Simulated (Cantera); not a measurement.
# Dilute partial oxidation

An isothermal, constant-pressure homogeneous reactor starts with CH4 : O2 : N2 = 0.0054 : 0.015 : 1 (molar parts), equivalence ratio 0.72, at 1248 K and 1880 Torr.

Detailed kinetics in Cantera: GRI-Mech 3.0 (53 species, 325 reactions).

```csv
t (s),x CH4,x O2,x C2H,x OH,x C2H4
0.000400,0.00529,0.0147,<1e-12,3.99e-11,<1e-12
0.00132,0.00529,0.0147,<1e-12,1.20e-10,7.77e-12
0.00434,0.00529,0.0147,<1e-12,4.78e-10,6.35e-10
0.0143,0.00529,0.0147,<1e-12,1.28e-9,2.93e-8
0.0470,0.00526,0.0147,<1e-12,2.83e-9,4.62e-7
0.155,0.00481,0.0144,<1e-12,2.60e-8,3.46e-5
0.510,<1e-12,0.00412,<1e-12,1.45e-6,<1e-12
1.68,<1e-12,0.00412,<1e-12,7.00e-7,<1e-12
5.53,<1e-12,0.00412,<1e-12,5.45e-7,<1e-12
18.2,<1e-12,0.00412,<1e-12,5.44e-7,<1e-12
60.0,<1e-12,0.00412,<1e-12,5.44e-7,<1e-12
```
x: mole fraction; the columns are a selection and need not sum to one.

Equilibrium at this temperature and pressure: CH4 <1e-12, O2 0.00409, C2H <1e-12, OH 5.44e-7, C2H4 <1e-12 (gas phase only).
